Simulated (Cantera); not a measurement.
An adiabatic, constant-volume homogeneous reactor starts with CO : H₂ : CH₄ : O₂ : N₂ = 1 : 0.35 : 0.038 : 1.39 : 5.23 (molar parts), at 1498 K and 100000 Pa. Integrator tolerance rtol = 1e-08.

Computed with Cantera and GRI-Mech 3.0 (53 species, 325 reactions).

Problem. What does this change do: CO 1 to 0.79 parts?

Solution. 
```csv
quantity,before,after
time of steepest temperature rise,23.9 µs,23.6 µs
temperature at 9.00 s,2697 K,2627 K
equilibrium temperature,2697 K,2627 K
x(CO) at 9.00 s,0.0284 (gas-phase equilibrium 0.0284),0.0170 (gas-phase equilibrium 0.0170)
x(H₂) at 9.00 s,0.00184 (gas-phase equilibrium 0.00184),0.00137 (gas-phase equilibrium 0.00137)
x(CH₄) at 9.00 s,<1e-12 (gas-phase equilibrium <1e-12),<1e-12 (gas-phase equilibrium <1e-12)
x(NO₂) at 9.00 s,1.13e-5 (gas-phase equilibrium 1.13e-5),1.24e-5 (gas-phase equilibrium 1.24e-5)
x(CO₂) at 9.00 s,0.110 (gas-phase equilibrium 0.110),0.0958 (gas-phase equilibrium 0.0958)
x(NO) at 9.00 s,0.0188 (gas-phase equilibrium 0.0188),0.0182 (gas-phase equilibrium 0.0182)
```

Problem. What does this change do: initial temperature 1498 to 998 K?

Solution. 
```
quantity                                                            before                                      after
---------------------------------  ---------------------------------------  -----------------------------------------
time of steepest temperature rise                                  23.9 µs                                   0.662 ms
temperature at 9.00 s                                               2697 K                                     2510 K
equilibrium temperature                                             2697 K                                     2510 K
x(CO) at 9.00 s                      0.0284 (gas-phase equilibrium 0.0284)      0.0115 (gas-phase equilibrium 0.0115)
x(H₂) at 9.00 s                    0.00184 (gas-phase equilibrium 0.00184)  0.000760 (gas-phase equilibrium 0.000760)
x(CH₄) at 9.00 s                     <1e-12 (gas-phase equilibrium <1e-12)      <1e-12 (gas-phase equilibrium <1e-12)
x(NO₂) at 9.00 s                   1.13e-5 (gas-phase equilibrium 1.13e-5)    1.16e-5 (gas-phase equilibrium 1.16e-5)
x(CO₂) at 9.00 s                       0.110 (gas-phase equilibrium 0.110)        0.129 (gas-phase equilibrium 0.129)
x(NO) at 9.00 s                      0.0188 (gas-phase equilibrium 0.0188)      0.0138 (gas-phase equilibrium 0.0138)
```
Below about 1000 K GRI-Mech 3.0 lacks low-temperature oxidation paths.

Problem. What does this change do: initial temperature 1498 to 1375 K?

Solution. 
| quantity | before | after |
|---|---|---|
| time of steepest temperature rise | 23.9 µs | 37.1 µs |
| temperature at 9.00 s | 2697 K | 2656 K |
| equilibrium temperature | 2697 K | 2656 K |
| x(CO) at 9.00 s | 0.0284 (gas-phase equilibrium 0.0284) | 0.0238 (gas-phase equilibrium 0.0238) |
| x(H₂) at 9.00 s | 0.00184 (gas-phase equilibrium 0.00184) | 0.00154 (gas-phase equilibrium 0.00154) |
| x(CH₄) at 9.00 s | <1e-12 (gas-phase equilibrium <1e-12) | <1e-12 (gas-phase equilibrium <1e-12) |
| x(NO₂) at 9.00 s | 1.13e-5 (gas-phase equilibrium 1.13e-5) | 1.14e-5 (gas-phase equilibrium 1.14e-5) |
| x(CO₂) at 9.00 s | 0.110 (gas-phase equilibrium 0.110) | 0.115 (gas-phase equilibrium 0.115) |
| x(NO) at 9.00 s | 0.0188 (gas-phase equilibrium 0.0188) | 0.0176 (gas-phase equilibrium 0.0176) |
